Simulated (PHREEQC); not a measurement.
0.012 g of hydrous ferric oxide (600 m²/g; 0.2 weak and 0.005 strong sites per Fe, Dzombak-Morel constants, diffuse double layer) in 1 kg of water with 0.1 mol/kgw of an inert sodium salt, at 25 °C; the pH is set by adding NaOH or the inert anion's acid. O2 is buffered at 0.21 atm. The system is closed to CO2. Nothing may precipitate in this run.

All values are PHREEQC results (ion-association model, wateq4f.dat), not measurements.

Problem. Predict surface charge σ (C/m²), surface potential ψ (mV) at pH = 7.38, 7.75.

Solution. 
```tsv
pH	surface charge σ (C/m²)	surface potential ψ (mV)
7.38	0.027	35
7.75	0.013	17
```
